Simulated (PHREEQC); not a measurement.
A made-up water analysis in mg/L, 20 °C, pH 5.79, pe 8.9: Na 233; K 78.4; Ca 27.6; Mg 2.29; Cl 403; S(6) as SO4 30; Alkalinity as HCO3 113; B 0.211; Li 0.927; Pb 0.565; Br 0.605.

Cl is adjusted to close the charge balance.
Valence states are taken as typed.

Computed with PHREEQC (ion-association model, phreeqc.dat).

No solid was allowed to form.

### Question
Predict the specific conductance.

### Answer
specific conductance 1420 µS/cm.

### Question
In which forms is Mg present?

### Answer
Mg+2 96 %, MgSO4 2.2 %, MgHCO3+ 1.3 % of the Mg.
